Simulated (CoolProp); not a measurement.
Saturation properties of o-xylene.

Computed with CoolProp (reference Helmholtz-energy equation of state, Zhou 2012).

| T (°C) | p (MPa) | liquid density (kg/m³) | enthalpy of vaporisation (kJ/kg) | liquid cp (kJ/(kg K)) | surface tension (mN/m) | liquid viscosity (µPa s) |
|---|---|---|---|---|---|---|
| 123.25 | ___ | 789.6 | 355.4 | 2.097 | 19.2 | 287 |
| 128.65 | 0.06556 | 784.5 | 352.3 | 2.117 | 18.6 | 276 |
| 133.95 | 0.07626 | 779.5 | 349.1 | 2.137 | 18.1 | ___ |
| 139.25 | 0.08831 | 774.4 | 345.9 | 2.156 | 17.6 | 256 |
| 144.55 | 0.1018 | 769.3 | 342.6 | 2.176 | 17.1 | 247 |
| 149.85 | 0.1169 | 764.1 | 339.3 | 2.196 | 16.5 | 238 |
| 155.25 | 0.1340 | 758.8 | ___ | 2.217 | ___ | 229 |
| 160.55 | 0.1526 | 753.5 | 332.4 | ___ | 15.5 | 221 |
| 165.85 | 0.1732 | 748.1 | 328.9 | 2.257 | 15.0 | 214 |
| 171.15 | 0.1959 | 742.7 | 325.4 | 2.278 | 14.5 | 207 |
| 176.45 | 0.2209 | 737.2 | 321.8 | 2.299 | 14.0 | 200 |

Problem. Complete the blanks.

Solution. 
- 123.25, p (MPa): 0.05593
- 133.95, liquid viscosity (µPa s): 266
- 155.25, enthalpy of vaporisation (kJ/kg): 335.8
- 155.25, surface tension (mN/m): 16.0
- 160.55, liquid cp (kJ/(kg K)): 2.237

It boils at 144.4 °C under 1 atm.

Viscosity comes from a separate model (Cao 2016). Surface tension comes from a separate correlation (Mulero 2014).
